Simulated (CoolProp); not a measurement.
R124 along the isobar 1.32 MPa: fugacity coefficient from the reference equation and from simpler models built on Tc = 395.4 K, pc = 3.624 MPa, ω = 0.288; each cubic takes its own stable root.

The numbers come from the reference Helmholtz-energy equation of state, de Vries 1995 in CoolProp.

| T (K) | phase | reference | van der Waals | Redlich-Kwong | Peng-Robinson |
|---|---|---|---|---|---|
| 341.2 | liquid | 0.7436 | 0.8464 | 0.8142 | 0.7410 |
| 348.3 | gas | 0.8066 | 0.8539 | 0.8248 | 0.8019 |
| 351.9 | gas | 0.8137 | 0.8574 | 0.8299 | 0.8080 |
| 355.4 | gas | 0.8203 | 0.8608 | 0.8347 | 0.8138 |
| 359 | gas | 0.8266 | 0.8641 | 0.8394 | 0.8195 |
| 362.5 | gas | 0.8325 | 0.8673 | 0.8438 | 0.8248 |
| 366.1 | gas | 0.8383 | 0.8704 | 0.8482 | 0.8301 |
| 369.6 | gas | 0.8436 | 0.8734 | 0.8523 | 0.8350 |
| 373.2 | gas | 0.8489 | 0.8763 | 0.8564 | 0.8399 |
| 376.7 | gas | 0.8537 | 0.8791 | 0.8602 | 0.8445 |
| 380.3 | gas | 0.8585 | 0.8819 | 0.8639 | 0.8490 |
| 383.8 | gas | 0.8630 | 0.8845 | 0.8675 | 0.8533 |
| 387.4 | gas | 0.8674 | 0.8871 | 0.8710 | 0.8575 |
| 390.9 | gas | 0.8715 | 0.8895 | 0.8743 | 0.8615 |
| 394.5 | gas | 0.8755 | 0.8920 | 0.8776 | 0.8655 |

At some of these states van der Waals, Redlich-Kwong gives the other phase, because its saturation line lies elsewhere.
